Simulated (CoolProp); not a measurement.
50 sccm (0 °C, 1 atm) of nitrogen bubbles through liquid dimethyl carbonate at 299.2 K and leaves saturated at a total pressure of 0.145 MPa (ideal gas phase). Each further row changes one setting.

The numbers come from the reference Helmholtz-energy equation of state, Zhou 2011 in CoolProp.

```
case                      vapour pressure (kPa)  mole fraction of vapour  delivery (mg/min)  delivery (sccm)  change of delivery for a bath 1 K warmer (%)
------------------------  ---------------------  -----------------------  -----------------  ---------------  --------------------------------------------
as stated                                  7.67                   0.0529               11.2                …                                           5.5
bath temperature 304.2 K                   9.84                   0.0678                  …             3.64                                           5.4
total pressure 0.29 MPa                    7.67                   0.0264               5.46             1.36                                             …
```

Problem. Complete the blanks.

Solution. 
- as stated, delivery (sccm): 2.79
- bath temperature 304.2 K, delivery (mg/min): 14.6
- total pressure 0.29 MPa, change of delivery for a bath 1 K warmer (%): 5.3
